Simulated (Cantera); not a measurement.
Adiabatic ignition

An adiabatic, constant-pressure homogeneous reactor starts with H2 : O2 : N2 = 1 : 1.06 : 4 (molar parts), equivalence ratio 0.47, at 1525 K and 0.385 atm.

Detailed kinetics in Cantera: the H2/O2 subset of GRI-Mech 3.0, which has no nitrogen chemistry.

| t (s) | T (K) | x H2 | x O2 | x H | x OH | x H2O | x O |
|---|---|---|---|---|---|---|---|
| 6.00e-6 | 1525 | 0.165 | 0.175 | 1.75e-6 | 4.05e-7 | 1.63e-6 | 4.55e-7 |
| 1.29e-5 | 1525 | 0.165 | 0.175 | 3.48e-5 | 8.31e-6 | 4.34e-5 | 9.37e-6 |
| 2.78e-5 | 1535 | 0.135 | 0.161 | 0.0153 | 0.00374 | 0.0202 | 0.00445 |
| 6.00e-5 | 1726 | 0.0194 | 0.0942 | 0.0515 | 0.0168 | 0.114 | 0.0356 |
| 0.000129 | 1940 | 0.0178 | 0.0922 | 0.0339 | 0.0212 | 0.125 | 0.0302 |
| 0.000278 | 2157 | 0.0143 | 0.0915 | 0.0190 | 0.0239 | 0.137 | 0.0224 |
| 0.000600 | 2349 | 0.00952 | 0.0924 | 0.00853 | 0.0232 | 0.150 | 0.0141 |
| 0.00129 | 2471 | 0.00577 | 0.0939 | 0.00360 | 0.0200 | 0.160 | 0.00823 |
| 0.00278 | 2496 | 0.00497 | 0.0944 | 0.00282 | 0.0189 | 0.162 | 0.00705 |
| 0.00600 | 2496 | 0.00495 | 0.0944 | 0.00281 | 0.0189 | 0.162 | 0.00704 |
| 0.0129 | 2496 | 0.00495 | 0.0944 | 0.00281 | 0.0189 | 0.162 | 0.00704 |
| 0.0278 | 2496 | 0.00495 | 0.0944 | 0.00281 | 0.0189 | 0.162 | 0.00704 |
| 0.0600 | 2496 | 0.00495 | 0.0944 | 0.00281 | 0.0189 | 0.162 | 0.00704 |
| 0.129 | 2496 | 0.00495 | 0.0944 | 0.00281 | 0.0189 | 0.162 | 0.00704 |
| 0.278 | 2496 | 0.00495 | 0.0944 | 0.00281 | 0.0189 | 0.162 | 0.00704 |
| 0.600 | 2496 | 0.00495 | 0.0944 | 0.00281 | 0.0189 | 0.162 | 0.00704 |
x: mole fraction; the columns are a selection and need not sum to one.

```yaml
time_of_steepest_temperature_rise: 33.4 µs
temperature at 0.600 s: 2496 K
equilibrium_temperature: 2496 K
x(H2) at 0.600 s: 0.00495 (gas-phase equilibrium 0.00495)
x(O2) at 0.600 s: 0.0944 (gas-phase equilibrium 0.0944)
x(H) at 0.600 s: 0.00281 (gas-phase equilibrium 0.00281)
```
